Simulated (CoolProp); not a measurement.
Vapour-liquid equilibrium of dimethyl carbonate (1) + n-octane (2) at 108.25 °C; x and y are mole fractions of (1).

Values from CoolProp's multi-fluid Helmholtz-energy mixture model, Zhou 2011 and Beckmüller 2019; pair parameters Bell 2016.

| x | bubble pressure (MPa) | y at the bubble point | dew pressure at overall composition x (MPa) | liquid density (mol/L) |
|---|---|---|---|---|
| 0.05 | 0.08284 | 0.291 | 0.06381 | 5.621 |
| 0.125 | 0.1094 | 0.494 | [?] | 5.826 |
| 0.2 | 0.1294 | 0.596 | 0.07448 | 6.047 |
| 0.275 | 0.1440 | 0.656 | 0.08120 | 6.288 |
| 0.35 | 0.1545 | 0.696 | [?] | 6.552 |
| 0.425 | 0.1621 | 0.724 | 0.09878 | 6.841 |
| 0.5 | 0.1676 | 0.746 | 0.1105 | [?] |
| 0.575 | 0.1717 | 0.766 | 0.1249 | 7.516 |
| 0.65 | 0.1749 | 0.785 | [?] | 7.912 |
| 0.725 | 0.1775 | 0.806 | 0.1623 | [?] |
| 0.8 | 0.1794 | [?] | [?] | [?] |
| 0.875 | 0.1802 | 0.873 | 0.1802 | 9.415 |
| 0.95 | 0.1785 | 0.935 | 0.1778 | 10.05 |

Task: What belongs in the gaps?

Result: 
- 0.125, dew pressure at overall composition x (MPa): 0.06875
- 0.35, dew pressure at overall composition x (MPa): 0.08918
- 0.5, liquid density (mol/L): 7.161
- 0.65, dew pressure at overall composition x (MPa): 0.1425
- 0.725, liquid density (mol/L): 8.355
- 0.8, y at the bubble point: 0.834
- 0.8, dew pressure at overall composition x (MPa): 0.1769
- 0.8, liquid density (mol/L): 8.853

y crosses x between x = 0.8 and 0.875: the model has an azeotrope there.

The pair parameters rest on a limited set of measurements; away from them the model extrapolates. With so large a gap from Raoult's law the liquid may split in two, which this calculation doesn't test in full.
